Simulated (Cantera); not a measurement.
**Thermodynamics of hydrogen reduction and annealing atmospheres, feed ZrO2 + H2 + N2**

Charge: 1 mol ZrO2, 2.3 mol H2, 60 mol N2, at 0.133 bar.

Method: chemical equilibrium by Gibbs-energy minimisation in Cantera with the NASA 1993 tables (ideal gas, pure condensed phases). Candidate condensed phases: H2O, Zr, ZrN, ZrO2; 28 gas species. The numbers say what is thermodynamically allowed, not how fast it happens.

From 1052 °C to 1202 °C the condensed part is ZrO2(monoclinic). From 1227 °C to 1277 °C the condensed part is ZrO2(tetragonal).

```json
[
 {"T (°C)": "1052", "log p N2": "-0.89", "log p H2": "-2.31", "log p H": "-6.94", "log p H2O": "-7.61", "log p NH3": "-7.86", "n ZrO2(monoclinic)": "1.000", "n ZrO2(tetragonal)": "0"},
 {"T (°C)": "1077", "log p N2": "-0.89", "log p H2": "-2.31", "log p H": "-6.78", "log p H2O": "-7.52", "log p NH3": "-7.90", "n ZrO2(monoclinic)": "1.000", "n ZrO2(tetragonal)": "0"},
 {"T (°C)": "1102", "log p N2": "-0.89", "log p H2": "-2.31", "log p H": "-6.62", "log p H2O": "-7.44", "log p NH3": "-7.94", "n ZrO2(monoclinic)": "1.000", "n ZrO2(tetragonal)": "0"},
 {"T (°C)": "1127", "log p N2": "-0.89", "log p H2": "-2.31", "log p H": "-6.47", "log p H2O": "-7.36", "log p NH3": "-7.98", "n ZrO2(monoclinic)": "1.000", "n ZrO2(tetragonal)": "0"},
 {"T (°C)": "1152", "log p N2": "-0.89", "log p H2": "-2.31", "log p H": "-6.32", "log p H2O": "-7.29", "log p NH3": "-8.01", "n ZrO2(monoclinic)": "1.000", "n ZrO2(tetragonal)": "0"},
 {"T (°C)": "1177", "log p N2": "-0.89", "log p H2": "-2.31", "log p H": "-6.18", "log p H2O": "-7.22", "log p NH3": "-8.05", "n ZrO2(monoclinic)": "1.000", "n ZrO2(tetragonal)": "0"},
 {"T (°C)": "1202", "log p N2": "-0.89", "log p H2": "-2.31", "log p H": "-6.04", "log p H2O": "-7.15", "log p NH3": "-8.08", "n ZrO2(monoclinic)": "1.000", "n ZrO2(tetragonal)": "0"},
 {"T (°C)": "1227", "log p N2": "-0.89", "log p H2": "-2.31", "log p H": "-5.91", "log p H2O": "-7.08", "log p NH3": "-8.12", "n ZrO2(monoclinic)": "0", "n ZrO2(tetragonal)": "1.000"},
 {"T (°C)": "1252", "log p N2": "-0.89", "log p H2": "-2.31", "log p H": "-5.78", "log p H2O": "-7.02", "log p NH3": "-8.15", "n ZrO2(monoclinic)": "0", "n ZrO2(tetragonal)": "1.000"},
 {"T (°C)": "1277", "log p N2": "-0.89", "log p H2": "-2.31", "log p H": "-5.66", "log p H2O": "-6.96", "log p NH3": "-8.18", "n ZrO2(monoclinic)": "0", "n ZrO2(tetragonal)": "1.000"}
]
```
log p: log10 of the partial pressure in bar; n: condensed amount in mol.
